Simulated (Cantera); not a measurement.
Charge: 1 mol PbO, a varied amount of H₂, equilibrated at 0.100 bar.

Cantera equilibrium calculation (NASA polynomials, part measured and part estimated; ideal gas, pure solids and liquids). Candidate condensed phases: H₂O, Pb, PbO, PbO₂, Pb₃O₄; 12 gas species. Each liquid is taken as pure. Mutual solubility and eutectic melting of coexisting phases are not modelled. Equilibrium is a limit: real reactors are often held back by kinetics, nucleation or transport.

Problem. What condenses at these points (T in K, n(H₂) in mol): (1000, 2.8); (1300, 3.4); (1525, 4.1); (1075, 1.3); (1150, 0.7)?

Solution. 
```json
[
 {"T (K)": "1000", "n(H₂) in mol": "2.8", "condensed phases": "Pb", "Pb condensed (%)": "100.0"},
 {"T (K)": "1300", "n(H₂) in mol": "3.4", "condensed phases": "Pb", "Pb condensed (%)": "90.8"},
 {"T (K)": "1525", "n(H₂) in mol": "4.1", "condensed phases": "gas only", "Pb condensed (%)": "0.0"},
 {"T (K)": "1075", "n(H₂) in mol": "1.3", "condensed phases": "Pb", "Pb condensed (%)": "99.9"},
 {"T (K)": "1150", "n(H₂) in mol": "0.7", "condensed phases": "Pb + PbO", "Pb condensed (%)": "99.8"}
]
```
